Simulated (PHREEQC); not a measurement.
Dissolve 0.002 mol K2SO4, 0.12 mol NiCl2 and 0.061 mol NaBr per kg of water at 25 °C. Closed to the air; pH follows from the charge balance.

Equilibrium calculation in PHREEQC: ion-association model, wateq4f.dat.

This is a speciation only: nothing precipitates in the calculation.

Question: What pH, ionic strength does the model give?

Answer: pH 5.71; ionic strength 0.372 mol/kgw.

Question: In which forms is Ni present?

Answer: Ni+2 80 %, NiCl+ 11 %, NiBr+ 4.0 %, NiCl2 4.0 %, NiSO4 0.9 % of the Ni.
